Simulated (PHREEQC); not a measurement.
Consider water at 25 °C with 0.0071 mol/kgw NH3 and 4.9e-07 mol/kgw H4SiO4. Closed to the air; pH follows from the charge balance.

Computed with PHREEQC (ion-association model, wateq4f.dat).

```tsv
quantity	before	after
pH	10.54	9.95
ionic strength (mol/kgw)	0.000352	0.000360
NH3 (mol/kgw)	0.00675	0.00674
NH4+ (mol/kgw)	0.000352	0.000360
H3SiO4- (mol/kgw)	4.10e-7	3.49e-7
H4SiO4 (mol/kgw)	7.91e-8	1.40e-7
SI of Quartz (SiO2)	-3.12	-3.15
```

### Question
Which change was made?
A. temperature from 25 to 45 °C
B. H4SiO4 from 4.9e-07 to 2.45e-07 mol/kgw
C. diluted 10-fold with water
D. temperature from 25 to 55 °C
E. temperature from 25 to 70 °C

### Answer
A, temperature from 25 to 45 °C

Precipitation was switched off in this run. At this temperature some constants are extrapolated from 25 °C, and those without enthalpy data are left unchanged.
